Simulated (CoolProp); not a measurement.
Vapour-liquid equilibrium of isobutene (1) + acetone (2) at 80.05 °C; x and y are mole fractions of (1).

Model: multi-fluid Helmholtz-energy mixture model, Lemmon 2005 and Lemmon 2006; pair parameters Bell 2016, in CoolProp.

Problem. Give the bubble pressure and the first vapour's composition at x = 0.125, 0.65, 0.8. Is there an azeotrope?

Solution. x = 0.125: 4.517 bar, y = 0.547; x = 0.65: 9.911 bar, y = 0.863; x = 0.8: 10.90 bar, y = 0.909. No azeotrope shows between x = 0.05 and 0.95.

The pair parameters rest on a limited set of measurements; away from them the model extrapolates.
